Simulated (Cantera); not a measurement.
Cantera run:

```python
import numpy as np
import cantera as ct

gas_names = [...]  # 87 gases of nasa_gas.yaml made of C, H, Si
cond_names = """
    C(gr) C6H6(L) C7H8(L) C8H18(L),n-octa Si(cr) Si(L) SiC(b)
""".split()


# ... load() reads the species with a 1 bar reference pressure and builds the phases ...
atoms = {
    'Si(CH3)4': {'Si': 1, 'C': 4, 'H': 12},
    'C3H8': {'C': 3, 'H': 8},
    'H2': {'H': 2},
}
top_T = {'C(gr)': 4500, 'SiC(b)': 3050}  # K; cautious upper limits of use, not melting points


# ... equilibrate(T, P, feed) seeds the gas with the atoms and calls Mixture.equilibrate('TP', solver="vcs", rtol=1e-11, max_steps=5000) ...
results = []
feed = {'Si(CH3)4': 1, 'C3H8': 0.01, 'H2': 14}  # mol
T = 1323.15  # K
P = 13332.2  # Pa
mix = equilibrate(T, P, feed)
results.append((T, P, feed, dict(zip(mix.species_names, mix.species_moles))))
x = sorted(zip(gas.X, gas.species_names), reverse=True)
print(f"T = {T:g} K  P = {P:g} Pa  gas = {mix.phase_moles(0):.4g} mol")
print("   x: " + "  ".join(f"{s} {v:.3e}" for v, s in x if v > 1e-05))
print("   condensed (mol): " + ("  ".join(f"{mix.phase(i).name} {mix.phase_moles(i):.4g}"
      for i in range(1, mix.n_phases) if mix.phase_moles(i) > 1e-12) or "none"))
```

Output:

```
T = 1323.15 K  P = 13332.2 Pa  gas = 20.02 mol
   x: H2 9.991e-01  CH4 9.038e-04
   condensed (mol): C(gr) 3.012  SiC(b) 1
```

Equilibrium computed with Cantera from the NASA thermochemical tables; the gas is ideal and each condensed phase is pure.
